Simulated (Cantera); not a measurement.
Charge: 1 mol SiF4, 6.8 mol N2, 0.24 mol NH3, at 625 °C and 310 Pa.

Cantera equilibrium calculation (NASA polynomials, part measured and part estimated; ideal gas, pure solids and liquids). Candidate condensed phases: Si, Si3N4; 37 gas species. Kinetics and transport are ignored.

Base state: N2 0.836, SiF4 0.121, H2 0.0434, HF 0.000103, SiHF3 1.70e-5 (mole fractions); condensed: Si3N4(s).

What changes in the equilibrium state with this change: SiF4 replaced by SiH2Cl2?


```csv
species,before,after
N2,0.836,0.740
HCl,0,0.174
H2,0.0434,0.0719
SiF4,0.121,0
SiCl4,0,0.0149
HF,0.000103,0
SiHCl3,0,1.72e-5
SiHF3,1.70e-5,0
"Si3N4(s), mol",5.80e-5,0.291
```
Further candidate phases: NH4Cl.
